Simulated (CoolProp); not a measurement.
Properties of R22 along the isobar 0.0838 MPa (Tc = 96.1 °C, pc = 4.990 MPa, ω = 0.221).

The numbers come from the reference Helmholtz-energy equation of state, Kamei 1995 in CoolProp.

```
T (°C)  phase       Z  cv (kJ/(kg K))  speed of sound (m/s)  isothermal compressibility (1/MPa)  expansivity (1/kK)  fugacity coefficient
------  -----  ------  --------------  --------------------  ----------------------------------  ------------------  --------------------
-16.75    gas  0.9795          0.5120                 169.0                               12.19               4.193                0.9799
9.55      gas  0.9855          0.5407                 177.3                               12.11               3.720                0.9857
35.85     gas  0.9893          0.5699                 185.0                               12.06               3.356                0.9894
62.05     gas  0.9919          0.5988                 192.4                               12.03               3.066                0.9920
88.35     gas  0.9938          0.6270                 199.4                               12.01               2.826                0.9938
114.65    gas  0.9951          0.6541                 206.1                               11.99               2.623                0.9951
140.95    gas  0.9961          0.6800                 212.6                               11.98               2.448                0.9961
167.15    gas  0.9969          0.7044                 218.9                               11.97               2.297                0.9969
193.45    gas  0.9975          0.7275                 225.0                               11.96               2.164                0.9975
```
